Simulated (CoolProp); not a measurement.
The numbers come from the reference Helmholtz-energy equation of state, Leachman 2009 in CoolProp.

Give the vapour pressure (MPa), vapour density (kg/m³), liquid cp (kJ/(kg K)), liquid viscosity (µPa s) of saturated normal hydrogen at 27.9, 28.4 K.


| T (K) | p (MPa) | vapour density (kg/m³) | liquid cp (kJ/(kg K)) | liquid viscosity (µPa s) |
|---|---|---|---|---|
| 27.9 | 0.563 | 6.91 | 17.7 | 7.61 |
| 28.4 | 0.615 | 7.62 | 19.0 | 7.32 |

Viscosity comes from a separate model (Muzny 2013).
